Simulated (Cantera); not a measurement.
A freely propagating, adiabatic, planar premixed flame of 12.0 % CH4, 3.49 % H2, 23.5 % O2, 61.0 % N2, unburnt at 475 K and 4.60 bar; multicomponent transport, grid criteria slope 0.08 and curve 0.16, no radiation.

Computed with Cantera and GRI-Mech 3.0 (53 species, 325 reactions). Burning velocities carry a grid error of a few per cent, more on coarse grids.

x: mole fraction of selected species; z is measured from the peak of heat release.

| z (mm) | T (K) | u (m/s) | x CH4 | x H2 | x O2 | x H2O2 | x CH3 | x NO |
|---|---|---|---|---|---|---|---|---|
| -0.208 | 475 | 1.11 | 0.120 | 0.0350 | 0.235 | <1e-8 | <1e-8 | <1e-8 |
| -0.138 | 477 | 1.11 | 0.120 | 0.0353 | 0.234 | ___ | ___ | <1e-8 |
| -0.104 | 484 | 1.13 | 0.120 | 0.0358 | 0.234 | 1.20e-6 | 3.89e-7 | 2.19e-8 |
| -0.0692 | 555 | 1.30 | 0.116 | 0.0369 | 0.229 | 1.22e-5 | 5.48e-6 | 2.95e-7 |
| -0.0346 | 1071 | 2.54 | 0.0839 | 0.0391 | 0.186 | 6.20e-5 | 0.000466 | 5.50e-6 |
| -0.0173 | 1582 | 3.80 | 0.0464 | 0.0401 | 0.133 | 2.48e-5 | 0.00294 | 1.44e-5 |
| 0 | 2045 | 4.97 | 0.0118 | 0.0378 | 0.0718 | 5.45e-6 | 0.00401 | 2.98e-5 |
| 0.0173 | 2260 | 5.49 | 0.00108 | 0.0309 | 0.0350 | 1.44e-6 | 0.000830 | 5.15e-5 |
| 0.0346 | 2333 | 5.65 | 5.38e-5 | 0.0266 | 0.0210 | 8.18e-7 | 5.59e-5 | 6.95e-5 |
| 0.0692 | 2410 | 5.80 | 1.41e-7 | 0.0248 | 0.0138 | 6.36e-7 | 1.77e-7 | 9.03e-5 |
| 0.138 | 2495 | 5.97 | <1e-8 | 0.0232 | 0.0101 | 5.18e-7 | <1e-8 | 0.000119 |
| 0.277 | 2570 | 6.12 | <1e-8 | 0.0211 | ___ | ___ | <1e-8 | ___ |
| 0.554 | 2617 | 6.21 | <1e-8 | 0.0196 | 0.00539 | 3.64e-7 | <1e-8 | 0.000250 |

**Question.** Fill in the missing entries.

**Answer.** 
- -0.138, x H2O2: 1.87e-7
- -0.138, x CH3: 6.45e-8
- 0.277, x O2: 0.00726
- 0.277, x H2O2: 4.27e-7
- 0.277, x NO: 0.000167
